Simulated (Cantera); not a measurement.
**Thermodynamics of sublimation and decomposition of ceramics, feed SiC + N2**

Charge: 1 mol SiC, 1.8 mol N2, equilibrated at 2.25 Torr.

Equilibrium computed with Cantera from the NASA thermochemical tables; the gas is ideal and each condensed phase is pure. Candidate condensed phases: C, Si, SiC, Si3N4; 20 gas species. The tables' values for SiN are old estimates; treat these amounts as uncertain. Rates play no part.

```csv
T (K),x N2,x Si,x SiC2,x Si2C,n C(graphite),n SiC(s)
1998,0.999,0.000772,3.16e-5,2.10e-5,0.00137,0.998
2023,0.999,0.00113,5.21e-5,3.41e-5,0.00201,0.998
2048,0.998,0.00164,8.46e-5,5.49e-5,0.00291,0.997
2073,0.997,0.00236,0.000136,8.71e-5,0.00419,0.995
2098,0.996,0.00337,0.000215,0.000137,0.00596,0.993
2123,0.995,0.00477,0.000338,0.000213,0.00843,0.990
2148,0.992,0.00669,0.000525,0.000327,0.0118,0.986
2173,0.989,0.00931,0.000806,0.000497,0.0164,0.980
2198,0.985,0.0129,0.00123,0.000749,0.0227,0.971
2223,0.979,0.0176,0.00185,0.00112,0.0312,0.960
2248,0.971,0.0240,0.00276,0.00165,0.0427,0.944
2273,0.960,0.0324,0.00408,0.00242,0.0581,0.922
```
x: gas mole fraction; n: condensed amount in mol.

From 1998 K to 2273 K the condensed part is C(graphite) + SiC(s). The main Si-bearing gas is Si throughout.
